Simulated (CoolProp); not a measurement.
Properties of o-xylene at several states (Tc = 630.3 K, pc = 37.37 bar, ω = 0.312).

Model: reference Helmholtz-energy equation of state, Zhou 2012, in CoolProp.

```
T (K)  p (bar)   phase  density (kg/m³)  cp (kJ/(kg K))  conductivity (mW/(m K))
-----  -------  ------  ---------------  --------------  -----------------------
441.7     2.94  liquid            745.6           2.267                     95.3
416.8     31.7  liquid            774.8           2.164                      103
342       13.9  liquid            839.7           1.903                      120
593.6    0.238     gas           0.5134           2.218                     41.0
296.8    0.313  liquid            877.1           1.761                      131
409        158  liquid            797.7           2.111                      111
```

Thermal conductivity comes from a separate model (Mylona 2014).
